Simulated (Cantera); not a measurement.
Feed: 1 mol TEOS, 0.13 mol NO, 0.16 mol H₂, equilibrated at 0.000970 bar.

Cantera equilibrium calculation (NASA polynomials, part measured and part estimated; ideal gas, pure solids and liquids). Candidate condensed phases: C, C₆H₆, C₇H₈, C₈H₁₈, H₂O, Si, SiC, SiO₂, Si₂N₂O, Si₃N₄; 151 gas species. The feed counts by its element totals alone. Rates play no part.

Over these rows the condensed part is C(graphite) + SiC(s). Partial pressures as log10 of bar:

```tsv
T (K)	1000/T (1/K)	log p C₂H₂ (acetylene)	log p H₂	log p CO
1400	0.7143	-8.76	-3.16	-3.55
1450	0.6897	-8.48	-3.16	-3.56
1500	0.6667	-8.21	-3.16	-3.56
1550	0.6452	-7.96	-3.16	-3.56
1600	0.6250	?	-3.16	-3.56
1650	0.6061	-7.51	-3.16	-3.56
```

**Question.** Fit log p(C₂H₂ (acetylene)) = a + b·(1000/T) to the five rows, give the apparent enthalpy, and predict the row at 1600 K.

**Answer.** Means: 1000/T = 0.6644, log p = -8.184. Sxy = -0.079886, Sxx = 0.0069029, so b = -11.57 and a = -8.184 − (-11.57)×0.6644 = -0.50.
Apparent enthalpy: −19.145 × (-11.57) = 222 kJ/mol. With the condensed phases at unit activity, 2 C(graphite) + H₂(g) = C₂H₂ (acetylene)(g) links this pressure to the main gases: over the six rows their terms move log p by +0.00 in all, so the slope is close to that reaction's ΔH°. The five rows lie within 0.01 of the line.
Prediction at 1600 K: -0.50 + (-11.57)×0.6250 = -7.73. The computed value is -7.72, 0.01 from the line.
